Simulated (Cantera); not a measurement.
A closed system holds: 1 mol CH₃OH, 0.071 mol CO₂, 93 mol H₂, held at 1423 K and 2.70 Torr.

These are equilibrium values from Cantera (NASA tables, ideal gas, pure condensed phases), not measurements of a reactor. Candidate condensed phases: C, C₆H₆, C₇H₈, C₈H₁₈, H₂O; 110 gas species. Rates play no part.

Base state: H₂ 0.988, CO 0.0111, H₂O 0.000735, H 0.000110 (mole fractions); condensed: gas only.

Question: What changes in the equilibrium state with this change: temperature from 1423 K to 2023.15 K?

Answer: 
```json
[
 {"species": "H₂", "before": "0.988", "after": "0.957"},
 {"species": "H", "before": "0.000110", "after": "0.0310"},
 {"species": "CO", "before": "0.0111", "after": "0.0110"},
 {"species": "H₂O", "before": "0.000735", "after": "0.000723"}
]
```

Question: What changes in the equilibrium state with this change: CH₃OH replaced by C₆H₆?

Answer: 
| species | before | after |
|---|---|---|
| H₂ | 0.988 | 0.998 |
| CO | 0.0111 | 0.00148 |
| H | 0.000110 | 0.000111 |
| H₂O | 0.000735 | 1.64e-8 |
| CH₄ | 2.23e-9 | 1.37e-5 |
| C(graphite), mol | 0 | 5.93 |
